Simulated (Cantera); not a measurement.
Input: 1 mol c-C4F8, 0.085 mol H2, held at 1675 °C and 1.20 mbar.

Method: chemical equilibrium by Gibbs-energy minimisation in Cantera with the NASA 1993 tables (ideal gas, pure condensed phases). Candidate condensed phases: C, C6H6, C7H8, C8H18; 95 gas species. The feed counts by its element totals alone. Gases not in the tables: C2F6 and larger saturated fluorocarbons. The numbers say what is thermodynamically allowed, not how fast it happens.

Problem. What is the equilibrium state?

Solution. 
| Quantity | Value |
|---|---|
| x(CF4) | 0.661 |
| x(CF2) | 0.168 |
| x(F) | 0.0950 |
| x(HF) | 0.0673 |
| x(CF3) | 0.00797 |
| x(CF) | 0.000339 |
| x(C2F4) | 2.53e-6 |
| n(C(graphite)) | 1.88 mol |
| gas amount | 2.525 mol |
